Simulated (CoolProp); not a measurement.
Saturation properties of R115 (Tc = 80.0 °C, pc = 3.129 MPa, ω = 0.248).

Model: reference Helmholtz-energy equation of state, Lemmon 2016, in CoolProp.

| T (°C) | p (MPa) | liquid density (kg/m³) | vapour density (kg/m³) | liquid cp (kJ/(kg K)) |
|---|---|---|---|---|
| -50.15 | 0.06044 | 1584 | 5.187 | 0.9158 |
| -46.85 | 0.07108 | 1573 | 6.034 | 0.9211 |
| -43.45 | 0.08352 | 1561 | 7.016 | 0.9268 |
| -40.15 | 0.09717 | 1550 | 8.083 | 0.9325 |
| -36.75 | 0.1130 | 1538 | 9.311 | 0.9386 |
| -33.35 | 0.1307 | 1526 | 10.68 | 0.9449 |
| -30.05 | 0.1500 | 1514 | 12.15 | 0.9513 |
| -26.65 | 0.1720 | 1502 | 13.83 | 0.9581 |
| -23.35 | 0.1956 | 1490 | 15.62 | 0.9649 |
| -19.95 | 0.2225 | 1477 | 17.66 | 0.9723 |
| -16.55 | 0.2521 | 1464 | 19.89 | 0.9799 |
| -13.25 | 0.2836 | 1452 | 22.27 | 0.9875 |
| -9.85 | 0.3191 | 1438 | 24.94 | 0.9958 |
| -6.55 | 0.3567 | 1425 | 27.78 | 1.004 |
| -3.15 | 0.3987 | 1412 | 30.96 | 1.013 |

It boils at -39.2 °C under 1 atm.
